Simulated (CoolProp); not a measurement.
Computed with CoolProp (reference Helmholtz-energy equation of state, Span 1996).

Task: For carbon dioxide, give the phase and the cp (kJ/(kg K)), cv (kJ/(kg K)), conductivity (mW/(m K)) at -51.55 °C and 0.035 MPa; -51.55 °C and 0.622 MPa; -51.55 °C and 11.1 MPa.

Result: 
- -51.55 °C and 0.035 MPa: gas; cp 0.767, cv 0.574, conductivity 11.0
- -51.55 °C and 0.622 MPa: gas; cp 0.934, cv 0.641, conductivity 11.6
- -51.55 °C and 11.1 MPa: liquid; cp 1.90, cv 0.979, conductivity 179

Thermal conductivity comes from a separate model (Huber 2016).
